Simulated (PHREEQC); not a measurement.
Consider water at 35 °C with 23 mmol/kgw NaHSO4 and 0.29 mmol/kgw KOH. Closed to the air; pH follows from the charge balance.

All values are PHREEQC results (ion-association model, wateq4f.dat), not measurements.

| quantity | before | after |
|---|---|---|
| pH | 1.95 | 2.06 |
| ionic strength (mol/kgw) | 0.0483 | 0.0427 |
| K+ (mol/kgw) | 0.000277 | 0.000274 |

Question: What was changed between the two runs?
(A) NaHSO4 from 0.023 to 0.0046 mol/kgw
(B) KOH from 0.00029 to 0.000145 mol/kgw
(C) temperature from 35 to 65 °C
(D) NaHSO4 left out

Answer: C, temperature from 35 to 65 °C

Precipitation was switched off in this run. At this temperature some constants are extrapolated from 25 °C, and those without enthalpy data are left unchanged.
